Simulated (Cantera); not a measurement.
Feed: 1 mol SiF4, 6.3 mol H2O, 1.2 mol N2, at 1400 °C and 0.000210 bar.

Cantera equilibrium calculation (NASA polynomials, part measured and part estimated; ideal gas, pure solids and liquids). Candidate condensed phases: H2O, Si, SiO2, Si2N2O, Si3N4; 58 gas species. The tables hold silica as quartz up to 1696 K and as liquid above; real silica turns to tridymite and cristobalite and melts near 1996 K. The numbers say what is thermodynamically allowed, not how fast it happens.

Base state: H2O 0.441, HF 0.419, N2 0.126, H2 0.00780, O2 0.00347, OH 0.00189, H 0.000694, O 0.000136 (mole fractions); condensed: SiO2(β-quartz).

Question: What changes in the equilibrium state with this change: 0.14 mol O2 added?

Answer: 
```
species                before     after
-------------------  --------  --------
H2O                     0.441     0.439
HF                      0.419     0.414
N2                      0.126     0.124
O2                    0.00347    0.0155
H2                    0.00780   0.00368
SiO                   1.26e-5   5.97e-6
O                    0.000136  0.000287
NO                   0.000134  0.000281
H                    0.000694  0.000477
OH                    0.00189   0.00274
SiO2(β-quartz), mol     1.000     1.000
```

Question: What changes in the equilibrium state with this change: temperature from 1400 °C to 575 °C?

Answer: 
```tsv
species	before	after
H2O	0.441	0.456
HF	0.419	0.416
N2	0.126	0.126
H2	0.00780	7.12e-8
O2	0.00347	3.49e-8
SiF4	7.76e-7	0.00141
OH	0.00189	1.24e-9
H	0.000694	<1e-9
O	0.000136	<1e-9
SiO2(β-quartz), mol	1.000	0.987
```

Question: What changes in the equilibrium state with this change: H2O from 6.3 to 1.8 mol?

Answer: 
```tsv
species	before	after
HF	0.419	0.721
N2	0.126	0.246
SiF4	7.76e-7	0.0244
H2O	0.441	0.00738
SiF3	2.87e-8	0.000130
H2	0.00780	0.000479
OH	0.00189	0.000127
O2	0.00347	0.000257
SiO2(β-quartz), mol	1.000	0.880
```
The tables' values for SiF3 are old estimates; treat these amounts as uncertain.
